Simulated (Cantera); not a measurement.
A Cantera script and what it prints.

```python
import numpy as np
import cantera as ct

gas_names = [...]  # 87 gases of nasa_gas.yaml made of C, H, Si
cond_names = """
    C(gr) C6H6(L) C7H8(L) C8H18(L),n-octa Si(cr) Si(L) SiC(b)
""".split()


# ... load() reads the species with a 1 bar reference pressure and builds the phases ...
atoms = {
    'CH3SiH3': {'C': 1, 'H': 6, 'Si': 1},
    'C2H2': {'C': 2, 'H': 2},
    'H2': {'H': 2},
}
top_T = {'C(gr)': 4500, 'SiC(b)': 3050}  # K; cautious upper limits of use, not melting points


# ... equilibrate(T, P, feed) seeds the gas with the atoms and calls Mixture.equilibrate('TP', solver="vcs", rtol=1e-11, max_steps=5000) ...
results = []
T = 1198.15  # K
P = 1333.22  # Pa
for m in [0.0055, 0.0071, 0.0093, 0.012, 0.016, 0.02, 0.027, 0.034, 0.045, 0.058, 0.076, 0.098, 0.13]:
    feed = {'CH3SiH3': 1, 'C2H2': m, 'H2': 250}  # mol
    mix = equilibrate(T, P, feed)
    results.append((T, P, feed, dict(zip(mix.species_names, mix.species_moles))))

top = {s: max(r[3][s] / sum(r[3][g] for g in gas_names) for r in results) for s in gas_names}
cols = sorted((s for s in top if top[s] > 0.0001), key=lambda s: -top[s])[:7]
seen = [c for c in cond_names if any(r[3].get(c, 0) > 1e-12 for r in results)]
print("log10 of partial pressures in bar; condensed amounts in mol")
print(f"{'n(C2H2)':>10s}" + "".join(f"{s[:9]:>10s}" for s in cols + seen))
for T, P, feed, n in results:
    ng = sum(n[g] for g in gas_names)
    print(f"{feed['C2H2']:10.4g}" + "".join(f"{np.log10(max(n[s] / ng * P / 1e5, 1e-99)):10.3f}" for s in cols)
          + "".join(f"{n.get(c, 0):10.4g}" for c in seen))
```

Output:

```
log10 of partial pressures in bar; condensed amounts in mol
   n(C2H2)        H2       CH4     C(gr)    SiC(b)
    0.0055    -1.875    -6.237         0         1
    0.0071    -1.875    -6.126         0         1
    0.0093    -1.875    -6.009         0         1
     0.012    -1.875    -5.898         0         1
     0.016    -1.875    -5.773         0         1
      0.02    -1.875    -5.676         0         1
     0.027    -1.875    -5.546         0         1
     0.034    -1.875    -5.546   0.01393         1
     0.045    -1.875    -5.546   0.03593         1
     0.058    -1.875    -5.546   0.06193         1
     0.076    -1.875    -5.546   0.09792         1
     0.098    -1.875    -5.546    0.1419         1
      0.13    -1.875    -5.546    0.2059         1
```

Equilibrium computed with Cantera from the NASA thermochemical tables; the gas is ideal and each condensed phase is pure. The feed counts by its element totals alone.
